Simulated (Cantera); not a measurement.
What does this Cantera script print?

```python
import numpy as np
import cantera as ct

gas_names = """
    AL ALCL ALCL2 ALCL3 ALH ALN AL2 AL2CL6 CL CL2 H HCL H2 N NH NH2 NH3 N2 N2H2 N2H4
""".split()
cond_names = """
    AL(cr) AL(L) ALCL3(s) ALCL3(L) ALN(s) NH4CL(a) NH4CL(b)
""".split()


# ... load() reads the species with a 1 bar reference pressure and builds the phases ...
atoms = {
    'AlCl3': {'AL': 1, 'CL': 3},
    'N2': {'N': 2},
    'H2': {'H': 2},
}
top_T = {'ALN(s)': 2750}  # K; cautious upper limits of use, not melting points


# ... equilibrate(T, P, feed) seeds the gas with the atoms and calls Mixture.equilibrate('TP', solver="vcs", rtol=1e-11, max_steps=5000) ...
results = []
T = 1348.15  # K
P = 13332.2  # Pa
for m in [26, 45, 77, 130, 230, 400, 690]:
    feed = {'AlCl3': 1, 'N2': 17, 'H2': m}  # mol
    mix = equilibrate(T, P, feed)
    results.append((T, P, feed, dict(zip(mix.species_names, mix.species_moles))))

top = {s: max(r[3][s] / sum(r[3][g] for g in gas_names) for r in results) for s in gas_names}
cols = sorted((s for s in top if top[s] > 0.0001), key=lambda s: -top[s])[:9]
seen = [c for c in cond_names if any(r[3].get(c, 0) > 1e-12 for r in results)]
print("log10 of partial pressures in bar; condensed amounts in mol")
print(f"{'n(H2)':>10s}" + "".join(f"{s[:9]:>10s}" for s in cols + seen))
for T, P, feed, n in results:
    ng = sum(n[g] for g in gas_names)
    print(f"{feed['H2']:10.4g}" + "".join(f"{np.log10(max(n[s] / ng * P / 1e5, 1e-99)):10.3f}" for s in cols)
          + "".join(f"{n.get(c, 0):10.4g}" for c in seen))
```

It prints:

```
log10 of partial pressures in bar; condensed amounts in mol
     n(H2)        H2        N2       HCL     ALCL3     ALCL2    ALN(s)
        26    -1.122    -1.297    -2.197    -3.045    -4.873    0.6973
        45    -1.033    -1.454    -2.293    -3.387    -5.075     0.801
        77    -0.974    -1.634    -2.430    -3.797    -5.318    0.8813
       130    -0.936    -1.827    -2.597    -4.259    -5.594    0.9341
       230    -0.911    -2.052    -2.806    -4.813    -5.926    0.9667
       400    -0.896    -2.279    -3.026    -5.381    -6.266     0.982
       690    -0.887    -2.508    -3.252    -5.956    -6.612    0.9886
```

Equilibrium computed with Cantera from the NASA thermochemical tables; the gas is ideal and each condensed phase is pure. The tables' values for AlCl2 are old estimates; treat these amounts as uncertain.
